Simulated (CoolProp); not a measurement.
Vapour-liquid equilibrium of m-xylene (1) + n-undecane (2) at 241.75 °C; x and y are mole fractions of (1).

Computed with CoolProp (multi-fluid Helmholtz-energy mixture model, Zhou 2012 and Aleksandrov 2011; pair parameters Bell 2016).

```
x     bubble pressure (bar)  y at the bubble point  dew pressure at overall composition x (bar)  liquid density (mol/L)
----  ---------------------  ---------------------  -------------------------------------------  ----------------------
0.05                  3.020                  0.115                                        2.877                   3.626
0.2                   3.774                  0.381                                        3.227                   3.883
0.35                  4.569                  0.571                                        3.667                   4.173
0.5                   5.415                  0.713                                        4.237                   4.502
0.65                  6.318                  0.823                                        5.006                   4.878
0.8                   7.280                  0.911                                        6.104                   5.310
0.95                  8.291                  0.980                                        7.818                   5.812
```

No azeotrope shows between x = 0.05 and 0.95.

Pair parameters are fitted to limited data, so mixtures are less certain than the pure fluids.
